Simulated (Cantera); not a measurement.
# Fluorocarbon and chlorocarbon gases: CH3Cl + H2

A closed system holds: 1 mol CH3Cl, 0.077 mol H2, equilibrated at 3498.15 K and 10.0 mbar.

These are equilibrium values from Cantera (NASA tables, ideal gas, pure condensed phases), not measurements of a reactor. Candidate condensed phases: C, C6H6, C7H8, C8H18; 91 gas species. The tables' values for CCl are old estimates; treat these amounts as uncertain. Rates play no part.

| Item | Result |
|---|---|
| x(H) | 0.648 |
| x(Cl) | 0.210 |
| x(C) | 0.0679 |
| x(C3) | 0.0358 |
| x(C2) | 0.0173 |
| x(H2) | 0.0121 |
| x(HCl) | 0.00593 |
| x(C2H) | 0.00233 |
| x(CH) | 0.000167 |
| gas amount | 4.631 mol |
| log10 activity of C(graphite) (absent) | -0.64 |
